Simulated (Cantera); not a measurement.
## Thermodynamics of oxide etching and cleaning by halides, feed CuO + HF

Input: 1 mol CuO, 18 mol HF, equilibrated at 3.90 Pa.

Method: chemical equilibrium by Gibbs-energy minimisation in Cantera with the NASA 1993 tables (ideal gas, pure condensed phases). Candidate condensed phases: Cu, CuF2, CuO, Cu(OH)2, Cu2O, H2O; 27 gas species. Rates play no part.

From 625 K to 675 K the condensed part is CuF2(s) + CuO(s). From 725 K to 825 K the condensed part is CuO(s) + Cu2O(s). From 875 K to 925 K the condensed part is Cu2O(s).

| T (K) | log p HF | log p O2 | log p CuF | log p H2O | log p CuF2 | log p H2F2 | log p OH | n CuF2(s) | n CuO(s) | n Cu2O(s) |
|---|---|---|---|---|---|---|---|---|---|---|
| 625 | -4.41 | -12.40 | -13.71 | -8.62 | -13.06 | -12.30 | <-16 | 0.00110 | 0.999 | 0 |
| 675 | -4.41 | -10.70 | -12.10 | -9.11 | -11.43 | -12.48 | <-16 | 0.000360 | 1.000 | 0 |
| 725 | -4.41 | -9.24 | -10.72 | -9.52 | -10.03 | -12.64 | <-16 | 0 | 0.999 | 0.000525 |
| 775 | -4.41 | -7.97 | -9.80 | -9.31 | -9.38 | -12.78 | -15.38 | 0 | 0.980 | 0.00975 |
| 825 | -4.41 | -6.87 | -9.12 | -8.90 | -9.05 | -12.90 | -14.23 | 0 | 0.748 | 0.126 |
| 875 | -4.42 | -6.27 | -8.51 | -8.53 | -8.86 | -13.02 | -13.32 | 0 | 0 | 0.499 |
| 925 | -4.42 | -6.27 | -7.99 | -8.18 | -8.84 | -13.11 | -12.62 | 0 | 0 | 0.497 |
log p: log10 of the partial pressure in bar; n: condensed amount in mol.
